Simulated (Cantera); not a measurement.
**Thermodynamics of silicon nitride deposition, feed SiHCl3 + N2 + H2 + NH3**

Input: 1 mol SiHCl3, 0.32 mol N2, 0.59 mol H2, 4.5 mol NH3, at 62.0 mbar.

These are equilibrium values from Cantera (NASA tables, ideal gas, pure condensed phases), not measurements of a reactor. Candidate condensed phases: NH4Cl, Si, Si3N4; 28 gas species. The tables' values for SiCl3, SiCl, SiN are old estimates; treat these amounts as uncertain. Gases not in the tables: Si2H6 and higher silanes. Equilibrium is a limit: real reactors are often held back by kinetics, nucleation or transport.

From 973 K to 1723 K the condensed part is Si3N4(s). From 1873 K to 2023 K the condensed part is Si(l). The main Si-bearing gas is SiCl4 at 973 K and SiCl2 at 2023 K. The share of Si in condensed phases is highest at 1273 K (96.7 %) and lowest at 1873 K (20.6 %).

```json
[
 {"T (K)": "973", "x H2": "0.575", "x HCl": "0.248", "x N2": "0.173", "x SiCl2": "9.90e-8", "x H": "3.29e-9", "x SiCl4": "0.00488", "n Si3N4(s)": "0.315", "n Si(l)": "0"},
 {"T (K)": "1123", "x H2": "0.571", "x HCl": "0.254", "x N2": "0.172", "x SiCl2": "8.37e-6", "x H": "1.29e-7", "x SiCl4": "0.00318", "n Si3N4(s)": "0.321", "n Si(l)": "0"},
 {"T (K)": "1273", "x H2": "0.570", "x HCl": "0.256", "x N2": "0.171", "x SiCl2": "0.000238", "x H": "2.16e-6", "x SiCl4": "0.00222", "n Si3N4(s)": "0.322", "n Si(l)": "0"},
 {"T (K)": "1423", "x H2": "0.571", "x HCl": "0.250", "x N2": "0.173", "x SiCl2": "0.00307", "x H": "2.02e-5", "x SiCl4": "0.00146", "n Si3N4(s)": "0.311", "n Si(l)": "0"},
 {"T (K)": "1573", "x H2": "0.580", "x HCl": "0.218", "x N2": "0.181", "x SiCl2": "0.0181", "x H": "0.000124", "x SiCl4": "0.000614", "n Si3N4(s)": "0.254", "n Si(l)": "0"},
 {"T (K)": "1723", "x H2": "0.596", "x HCl": "0.157", "x N2": "0.197", "x SiCl2": "0.0477", "x H": "0.000565", "x SiCl4": "0.000118", "n Si3N4(s)": "0.141", "n Si(l)": "0"},
 {"T (K)": "1873", "x H2": "0.598", "x HCl": "0.118", "x N2": "0.216", "x SiCl2": "0.0651", "x H": "0.00200", "x SiCl4": "1.83e-5", "n Si3N4(s)": "0", "n Si(l)": "0.206"},
 {"T (K)": "2023", "x H2": "0.590", "x HCl": "0.125", "x N2": "0.215", "x SiCl2": "0.0613", "x H": "0.00586", "x SiCl4": "4.99e-6", "n Si3N4(s)": "0", "n Si(l)": "0.233"}
]
```
x: gas mole fraction; n: condensed amount in mol.
